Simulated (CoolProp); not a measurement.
The fluid at 293.15 K and 2.74 MPa is throttled through a valve to 1.16 MPa with no heat exchange. The same conditions are run with several fluids, on thermodynamics alone (safety and materials aside).

Values from CoolProp's reference Helmholtz-energy equation of state of each fluid (R134a: Tillner-Roth 1994; R1132(E): Akasaka 2024; dimethyl carbonate: Zhou 2011; n-hexane: Thol 2019; decamethyltetrasiloxane (MD2M): Thol 2017).

```csv
fluid,temperature change (K),final phase,final density (kg/m³)
R134a,+0.1,liquid,1230
R1132(E),-8.2,"two-phase, vapour fraction 0.063",384
dimethyl carbonate,+0.5,liquid,1070
n-hexane,+0.6,liquid,660
decamethyltetrasiloxane (MD2M),+0.7,liquid,854
```
